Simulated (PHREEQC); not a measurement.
Consider water at 25 °C with 0.21 mol/kgw Cu(NO3)2, 0.069 mol/kgw HBF4 and 0.02 mol/kgw H3BO3. Closed to the air; pH follows from the charge balance.

Equilibrium calculation in PHREEQC: ion-association model, wateq4f.dat.

| quantity | before | after |
|---|---|---|
| pH | 1.28 | 1.29 |
| ionic strength (mol/kgw) | 0.699 | 0.698 |
| CuOH+ (mol/kgw) | 1.44e-8 | 1.46e-8 |
| H2BO3- (mol/kgw) | 4.73e-10 | 1.26e-10 |
| Cu2(OH)2+2 (mol/kgw) | 1.13e-10 | 1.17e-10 |
| SI of Tenorite (CuO) | -6.38 | -6.37 |
| SI of Cu(OH)2 (Cu(OH)2) | -7.41 | -7.39 |

Task: Name the change that produced these shifts.
(A) H3BO3 left out
(B) H3BO3 from 0.02 to 0.004 mol/kgw
(C) diluted 2-fold with water
(D) HBF4 left out
(E) diluted 100-fold with water

Result: B, H3BO3 from 0.02 to 0.004 mol/kgw

No solid was allowed to form. Real BF4- forms and hydrolyses slowly; the run takes it at equilibrium.
